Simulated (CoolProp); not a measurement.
The fluid at 298.15 K and 0.691 MPa (liquid) is heated at constant pressure to 462.3 K. The same conditions are run with several fluids, on thermodynamics alone (safety and materials aside).

Model: reference Helmholtz-energy equation of state of each fluid (water: Wagner 2002; n-octane: Beckmüller 2019; R113: Marx 1992; isobutene: Lemmon 2005; R141b: Lemmon 2006), in CoolProp.

Problem. Rank water, n-octane, R113, isobutene, R141b by heat (kJ/kg), highest first.

Solution. water (2720), isobutene (675), n-octane (422), R141b (363), R113 (265)

```csv
fluid,final phase,final density (kg/m³)
water,gas,3.38
n-octane,liquid,545
R113,gas,36.9
isobutene,gas,10.6
R141b,gas,22.4
```
